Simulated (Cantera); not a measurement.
# Thermodynamics of silicon epitaxy and polysilicon growth, feed SiHCl₃ + HCl + N₂ + Cl₂

Charge: 1 mol SiHCl₃, 0.92 mol HCl, 10 mol N₂, 0.025 mol Cl₂, held at 64.0 mbar.

Cantera equilibrium calculation (NASA polynomials, part measured and part estimated; ideal gas, pure solids and liquids). Candidate condensed phases: NH₄Cl, Si, Si₃N₄; 28 gas species. N₂ is the only nitrogen source here; it is nearly inert below about 1500 K, so the nitride shown seldom forms there in practice. The tables' values for SiCl₃ are old estimates; treat these amounts as uncertain. Rates play no part.

From 552 °C to 1227 °C the condensed part is Si₃N₄(s). At 1302 °C nothing is condensed. The main Si-bearing gas is SiCl₄ at 552 °C and SiCl₂ at 1302 °C. The share of Si in condensed phases is highest at 927 °C (37.4 %) and lowest at 1302 °C (0.0 %).

| T (°C) | log p N₂ | log p HCl | log p SiCl₄ | log p SiCl₂ | log p H₂ | log p SiCl₃ | log p SiHCl₃ | log p Cl | n Si₃N₄(s) |
|---|---|---|---|---|---|---|---|---|---|
| 552 | -1.28 | -2.17 | -2.45 | -10.63 | -2.76 | -7.51 | -5.94 | -11.88 | 0.108 |
| 627 | -1.29 | -2.15 | -2.46 | -9.14 | -2.81 | -6.64 | -5.66 | -10.69 | 0.113 |
| 702 | -1.29 | -2.13 | -2.46 | -7.88 | -2.85 | -5.90 | -5.42 | -9.68 | 0.118 |
| 777 | -1.29 | -2.12 | -2.47 | -6.81 | -2.88 | -5.27 | -5.22 | -8.81 | 0.121 |
| 852 | -1.29 | -2.11 | -2.48 | -5.88 | -2.91 | -4.72 | -5.04 | -8.06 | 0.123 |
| 927 | -1.29 | -2.10 | -2.49 | -5.07 | -2.94 | -4.25 | -4.89 | -7.40 | 0.125 |
| 1002 | -1.29 | -2.10 | -2.51 | -4.36 | -2.96 | -3.84 | -4.76 | -6.82 | 0.124 |
| 1077 | -1.29 | -2.10 | -2.54 | -3.75 | -2.98 | -3.49 | -4.66 | -6.31 | 0.118 |
| 1152 | -1.29 | -2.10 | -2.61 | -3.22 | -2.98 | -3.21 | -4.60 | -5.87 | 0.0992 |
| 1227 | -1.29 | -2.12 | -2.77 | -2.79 | -2.95 | -3.03 | -4.60 | -5.49 | 0.0587 |
| 1302 | -1.30 | -2.14 | -3.07 | -2.50 | -2.91 | -2.99 | -4.71 | -5.17 | 0 |
log p: log10 of the partial pressure in bar; n: condensed amount in mol.
